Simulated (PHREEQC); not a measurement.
0.083 g of hydrous ferric oxide (600 m²/g; 0.2 weak and 0.005 strong sites per Fe, Dzombak-Morel constants, diffuse double layer) in 1 kg of water with 0.3 mol/kgw of an inert sodium salt and 0.00027 mmol/kgw Na2HAsO4, at 25 °C; the pH is set by adding NaOH or the inert anion's acid. Oxygen is held at 0.21 atm. The system is closed to CO2. Nothing may precipitate in this run.

Base run: PHREEQC, ion-association model, wateq4f.dat. Each further column changes one thing. The table gives surface charge σ (C/m²).

```
pH       base  background salt from 0.3 to 0.03 mol/kgw  oxide from 0.083 to 0.42 g/kgw  8.7e-05 mol/kgw Na2SO4 added
-----  ------  ----------------------------------------  ------------------------------  ----------------------------
4       0.348                                     0.270                           0.349                         0.258
4.67    0.303                                     0.193                           0.303                         0.237
5.33    0.230                                     0.125                           0.230                         0.197
6.67    0.091                                     0.040                           0.091                         0.089
7.33    0.044                                     0.018                           0.044                         0.044
8       0.006                                     0.002                           0.006                         0.005
8.67   -0.031                                    -0.012                          -0.031                        -0.031
9.33   -0.075                                    -0.032                          -0.074                        -0.075
10.67  -0.205                                    -0.107                          -0.205                        -0.205
11.33  -0.282                                    -0.173                          -0.282                        -0.282
12     -0.339                                    -0.262                          -0.339                        -0.339
```
